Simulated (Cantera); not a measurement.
Catalytic combustion on Pt

An isothermal plug-flow reactor at 1048 K and 320000 Pa (inlet), inlet velocity 1.7 m/s, active area per volume 8300 1/m; feed 0.230 % CH4, 13.2 % O2, 86.6 % N2.

Computed with Cantera and Deutschmann's 1995 Pt surface mechanism with GRI-Mech 3.0 gas chemistry. Catalytic surfaces can have several steady states; this one follows from the mechanism file's or the stated starting coverage. Mass transfer to the wall is taken as infinitely fast.

```
z (m)       x CH4   x O2     x H2O     x CO2     x CO  θ free Pt   θ O*     θ OH*
-------  --------  -----  --------  --------  -------  ---------  -----  --------
3.4e-05   0.00228  0.132   4.03e-5   1.92e-5  9.88e-7      0.174  0.826  0.000200
6.6e-05   0.00226  0.131   7.80e-5   3.78e-5  1.15e-6      0.174  0.826  0.000256
0.00013   0.00223  0.131  0.000152   7.50e-5  1.17e-6      0.174  0.826  0.000340
0.00025   0.00216  0.131  0.000288  0.000143  1.14e-6      0.174  0.826  0.000455
0.00047   0.00204  0.131  0.000527  0.000262  1.07e-6      0.174  0.825  0.000606
0.00092   0.00181  0.131  0.000975  0.000486  9.57e-7      0.174  0.825  0.000818
0.0018    0.00144  0.130   0.00172  0.000856  7.62e-7      0.174  0.825   0.00108
0.0034   0.000951  0.129   0.00270   0.00135  5.03e-7      0.174  0.824   0.00135
```
x: gas mole fraction; θ: surface coverage.
